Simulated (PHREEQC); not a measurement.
A solution holds 20 mmol/kgw NH4HF2, 0.05 mmol/kgw H2SiF6 and 61 mmol/kgw HCl, at 25 °C. Closed to the air; pH follows from the charge balance.

All values are PHREEQC results (ion-association model, phreeqc.dat), not measurements.

| quantity | before | after |
|---|---|---|
| pH | 1.45 | 0.35 |
| HF (mol/kgw) | 0.0388 | 0.0399 |
| F- (mol/kgw) | 0.000925 | 0.000111 |
| HF2- (mol/kgw) | 0.000138 | 1.62e-5 |
| NH3 (mol/kgw) | 2.47e-10 | 1.27e-11 |
| SI of Quartz (SiO2) | -6.27 | -4.83 |

Q: What was changed between the two runs?
A. temperature from 25 to 90 °C
B. temperature from 25 to 20 °C
C. HCl replaced by NH4Cl at the same molality
D. HCl from 0.061 to 0.61 mol/kgw

A: D, HCl from 0.061 to 0.61 mol/kgw

No solid was allowed to form. SiF6-2 is the database's only silicon fluoride.
